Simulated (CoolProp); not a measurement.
Saturation properties of octamethyltrisiloxane (MDM).

The numbers come from the reference Helmholtz-energy equation of state, Thol 2017 in CoolProp.

| T (K) | p (MPa) | liquid density (kg/m³) | vapour density (kg/m³) | enthalpy of vaporisation (kJ/kg) | surface tension (mN/m) |
|---|---|---|---|---|---|
| 294.8 | 0.0003997 | 818.6 | 0.03861 | 205.6 | ___ |
| 301.9 | 0.0006358 | 811.5 | 0.06000 | 202.8 | 16.2 |
| 309.1 | 0.0009902 | 804.2 | 0.09134 | 200.0 | 15.6 |
| 316.3 | 0.001503 | 796.9 | 0.1356 | 197.2 | 15.0 |
| 323.4 | 0.002216 | 789.6 | 0.1957 | 194.4 | 14.3 |
| 330.6 | 0.003213 | 782.2 | ___ | 191.6 | 13.7 |
| 337.7 | 0.004544 | 774.8 | ___ | 188.9 | 13.1 |
| 344.9 | 0.006338 | 767.2 | 0.5278 | 186.0 | 12.5 |
| 352 | 0.008649 | 759.7 | 0.7075 | 183.3 | 11.9 |
| 359.2 | 0.01166 | 752.0 | 0.9379 | 180.4 | 11.3 |
| 366.3 | 0.01543 | 744.3 | 1.221 | ___ | 10.8 |
| 373.5 | 0.02021 | 736.4 | ___ | 174.7 | 10.2 |
| 380.7 | 0.02613 | 728.3 | 2.008 | 171.8 | 9.62 |
| 387.8 | 0.03325 | 720.3 | 2.523 | 168.9 | ___ |

Problem. What belongs in the gaps?

Solution. 
- 294.8, surface tension (mN/m): 16.9
- 330.6, vapour density (kg/m³): 0.2781
- 337.7, vapour density (kg/m³): 0.3857
- 366.3, enthalpy of vaporisation (kJ/kg): 177.6
- 373.5, vapour density (kg/m³): 1.575
- 387.8, surface tension (mN/m): 9.08

It boils at 425.6 K under 1 atm.

Surface tension comes from a separate correlation (Mulero 2014), older than this fluid's equation and unchecked against measurements.
